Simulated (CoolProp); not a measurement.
Vapour-liquid equilibrium of acetone (1) + n-nonane (2) at 0.0268 MPa; x and y are mole fractions of (1).

Model: multi-fluid Helmholtz-energy mixture model, Lemmon 2006 and Lemmon 2006; pair parameters Bell 2016, in CoolProp.

| x | bubble temperature (°C) | y at the bubble point | dew temperature at overall composition x (°C) | liquid density (mol/L) |
|---|---|---|---|---|
| 0.05 | 62.3 | 0.839 | 105.3 | 5.504 |
| 0.125 | 39.5 | 0.952 | 103.0 | 5.936 |
| 0.2 | 31.4 | 0.972 | 100.5 | 6.306 |
| 0.275 | 28.0 | 0.978 | 97.8 | 6.678 |
| 0.35 | 26.6 | 0.980 | 94.9 | 7.072 |
| 0.425 | 26.1 | 0.981 | 91.7 | 7.503 |
| 0.5 | 26.0 | 0.981 | 88.1 | 7.980 |
| 0.575 | 25.9 | 0.981 | 84.1 | 8.516 |
| 0.65 | 25.8 | 0.981 | 79.4 | 9.126 |
| 0.725 | 25.5 | 0.982 | 73.8 | 9.825 |
| 0.8 | 24.9 | 0.984 | 66.8 | 10.63 |
| 0.875 | 24.0 | 0.988 | 57.1 | 11.58 |
| 0.95 | 22.8 | 0.994 | 40.3 | 12.70 |

No azeotrope shows between x = 0.05 and 0.95.

Pair parameters are fitted to limited data, so mixtures are less certain than the pure fluids. With so large a gap from Raoult's law the liquid may split in two, which this calculation doesn't test in full.
